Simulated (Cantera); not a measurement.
A Cantera script and what it prints.

```python
import numpy as np
import cantera as ct

gas_names = """
    AL ALH ALI ALI3 AL2 AL2I6 H HI H2 I I2
""".split()
cond_names = """
    AL(cr) AL(L) ALI3(s) ALI3(L) I2(cr) I2(L)
""".split()


def load(file, names, dense=False):
    # The tables refer to 1 bar. Condensed volumes are neglected.
    table = {s.name: s for s in ct.Species.list_from_file(file)}
    out = []
    for n in names:
        d = dict(table[n].input_data)
        d["thermo"] = dict(d["thermo"], **{"reference-pressure": 1e5})
        if dense:
            d["equation-of-state"] = {"model": "constant-volume", "density": "1e6 g/cm^3"}
        out.append(ct.Species.from_dict(d))
    return out


gas = ct.Solution(thermo="ideal-gas", species=load("nasa_gas.yaml", gas_names))
cond = {s.name: ct.Solution(thermo="fixed-stoichiometry", species=[s], name=s.name)
        for s in load("nasa_condensed.yaml", cond_names, dense=True)}
atoms = {
    'Al': {'AL': 1},
    'I2': {'I': 2},
    'H2': {'H': 2},
}
top_T = {}  # K; cautious upper limits of use, not melting points


def equilibrate(T, P, feed):
    n = {}
    for name, mol in feed.items():
        for a, k in atoms[name].items():
            n[a] = n.get(a, 0.0) + k * mol
    gas.TPX = T, P, n
    mass = sum(n.values()) * gas.mean_molecular_weight
    gas.equilibrate("TP")
    valid = [c for c in cond.values() if c.min_temp <= T <= top_T.get(c.name, c.max_temp)]
    mix = ct.Mixture([(gas, mass / gas.mean_molecular_weight)] + [(c, 0.0) for c in valid])
    mix.T, mix.P = T, P
    mix.equilibrate("TP", solver="vcs", rtol=1e-11, max_steps=5000)
    return mix


results = []
T = 1475  # K
P = 450  # Pa
for m in [0.43, 0.7, 1.1, 1.8, 2.9, 4.7, 7.6, 12, 20]:
    feed = {'Al': 1, 'I2': 0.64, 'H2': m}  # mol
    mix = equilibrate(T, P, feed)
    results.append((T, P, feed, dict(zip(mix.species_names, mix.species_moles))))

top = {s: max(r[3][s] / sum(r[3][g] for g in gas_names) for r in results) for s in gas_names}
cols = sorted((s for s in top if top[s] > 1e-06), key=lambda s: -top[s])[:8]
seen = [c for c in cond_names if any(r[3].get(c, 0) > 1e-12 for r in results)]
print("log10 of partial pressures in bar; condensed amounts in mol")
print(f"{'n(H2)':>10s}" + "".join(f"{s[:9]:>10s}" for s in cols + seen))
for T, P, feed, n in results:
    ng = sum(n[g] for g in gas_names)
    print(f"{feed['H2']:10.4g}" + "".join(f"{np.log10(max(n[s] / ng * P / 1e5, 1e-99)):10.3f}" for s in cols)
          + "".join(f"{n.get(c, 0):10.4g}" for c in seen))
```

Output:

```
log10 of partial pressures in bar; condensed amounts in mol
     n(H2)        H2       ALI         I        HI      ALI3         H        I2        AL
      0.43    -2.950    -2.575    -3.218    -4.122    -4.437    -6.362    -6.524    -7.118
       0.7    -2.801    -2.640    -3.281    -4.111    -4.628    -6.287    -6.650    -7.119
       1.1    -2.684    -2.720    -3.361    -4.132    -4.868    -6.229    -6.810    -7.120
       1.8    -2.581    -2.833    -3.473    -4.193    -5.206    -6.178    -7.034    -7.121
       2.9    -2.506    -2.966    -3.607    -4.289    -5.607    -6.140    -7.302    -7.120
       4.7    -2.452    -3.122    -3.765    -4.420    -6.078    -6.113    -7.617    -7.118
       7.6    -2.415    -3.294    -3.938    -4.575    -6.597    -6.094    -7.965    -7.117
        12    -2.391    -3.469    -4.115    -4.740    -7.126    -6.083    -8.318    -7.115
        20    -2.374    -3.674    -4.321    -4.937    -7.743    -6.074    -8.730    -7.114
```

Method: chemical equilibrium by Gibbs-energy minimisation in Cantera with the NASA 1993 tables (ideal gas, pure condensed phases).
